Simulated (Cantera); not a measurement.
Adiabatic ignition

An adiabatic, constant-volume homogeneous reactor starts with C3H8 : O2 : N2 = 1 : 12.5 : 47 (molar parts), at 1525 K and 10.0 bar.

Cantera simulation using GRI-Mech 3.0 (53 species, 325 reactions); the numbers are that mechanism's predictions, not measurements. GRI-Mech 3.0 was tuned for natural gas; its chemistry of propane as a main component is partial and can be far from experiment.

| t (s) | T (K) | P (bar) | x C3H8 | x O2 | x C2H | x NO | x N2O |
|---|---|---|---|---|---|---|---|
| 1.00e-5 | 1552 | 10.3 | 0.00899 | 0.199 | 1.18e-9 | 1.40e-10 | 1.15e-8 |
| 2.09e-5 | 2523 | 16.9 | <1e-12 | 0.121 | <1e-12 | 8.76e-5 | 5.18e-6 |
| 4.36e-5 | 2575 | 17.2 | <1e-12 | 0.120 | <1e-12 | 0.000338 | 3.99e-6 |
| 9.11e-5 | 2574 | 17.2 | <1e-12 | 0.120 | <1e-12 | 0.000827 | 3.98e-6 |
| 0.000190 | 2571 | 17.2 | <1e-12 | 0.119 | <1e-12 | 0.00181 | 3.96e-6 |
| 0.000397 | 2567 | 17.2 | <1e-12 | 0.118 | <1e-12 | 0.00367 | 3.94e-6 |
| 0.000829 | 2559 | 17.1 | <1e-12 | 0.117 | <1e-12 | 0.00688 | 3.91e-6 |
| 0.00173 | 2549 | 17.0 | <1e-12 | 0.115 | <1e-12 | 0.0113 | 3.89e-6 |
| 0.00362 | 2539 | 17.0 | <1e-12 | 0.113 | <1e-12 | 0.0154 | 3.89e-6 |
| 0.00755 | 2534 | 16.9 | <1e-12 | 0.112 | <1e-12 | 0.0172 | 3.90e-6 |
| 0.0158 | 2534 | 16.9 | <1e-12 | 0.112 | <1e-12 | 0.0174 | 3.90e-6 |
| 0.0329 | 2534 | 16.9 | <1e-12 | 0.112 | <1e-12 | 0.0175 | 3.90e-6 |
| 0.0688 | 2534 | 16.9 | <1e-12 | 0.112 | <1e-12 | 0.0175 | 3.90e-6 |
| 0.144 | 2534 | 16.9 | <1e-12 | 0.112 | <1e-12 | 0.0175 | 3.90e-6 |
| 0.300 | 2534 | 16.9 | <1e-12 | 0.112 | <1e-12 | 0.0175 | 3.90e-6 |
x: mole fraction; the columns are a selection and need not sum to one.

```json
{
 "time_of_steepest_temperature_rise": "14.5 µs",
 "temperature at 0.300 s": "2534 K",
 "equilibrium_temperature": "2534 K",
 "x(C3H8) at 0.300 s": "<1e-12 (gas-phase equilibrium <1e-12)",
 "x(O2) at 0.300 s": "0.112 (gas-phase equilibrium 0.112)",
 "x(C2H) at 0.300 s": "<1e-12 (gas-phase equilibrium <1e-12)"
}
```
